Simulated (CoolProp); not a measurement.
The fluoroketone C6F12O (FK-5-1-12) along the isotherm 500 K: density (kg/m³) from the reference equation and from simpler models built on Tc = 441.8 K, pc = 1.869 MPa, ω = 0.471; each cubic takes its own stable root.

Computed with CoolProp (reference Helmholtz-energy equation of state, McLinden 2015).

```json
[
 {"p (MPa)": "0.334", "phase": "gas", "reference": "26.44"},
 {"p (MPa)": "0.668", "phase": "gas", "reference": "55.21"},
 {"p (MPa)": "1", "phase": "gas", "reference": "86.58"},
 {"p (MPa)": "1.34", "phase": "gas", "reference": "122.2"},
 {"p (MPa)": "1.67", "phase": "gas", "reference": "161.0"},
 {"p (MPa)": "2", "phase": "supercritical", "reference": "205.0"},
 {"p (MPa)": "2.34", "phase": "supercritical", "reference": "257.2"},
 {"p (MPa)": "2.67", "phase": "supercritical", "reference": "315.5"},
 {"p (MPa)": "3", "phase": "supercritical", "reference": "381.9"},
 {"p (MPa)": "3.34", "phase": "supercritical", "reference": "457.7"},
 {"p (MPa)": "3.67", "phase": "supercritical", "reference": "533.6"},
 {"p (MPa)": "4.01", "phase": "supercritical", "reference": "606.3"},
 {"p (MPa)": "4.34", "phase": "supercritical", "reference": "666.7"},
 {"p (MPa)": "4.67", "phase": "supercritical", "reference": "716.9"}
]
```

Task: How far does each simpler model (Redlich-Kwong, Soave-Redlich-Kwong, Peng-Robinson) lie from the reference over these 14 states: mean and median of the absolute difference, and the worst?

Result: 
- Redlich-Kwong: mean 5.4 %, median 4.4 %, worst +12.5 % at 500 K and 3 MPa
- Soave-Redlich-Kwong: mean 5.4 %, median 3.8 %, worst -12.9 % at 500 K and 4.67 MPa
- Peng-Robinson: mean 2.6 %, median 1.7 %, worst -6.5 % at 500 K and 4.34 MPa
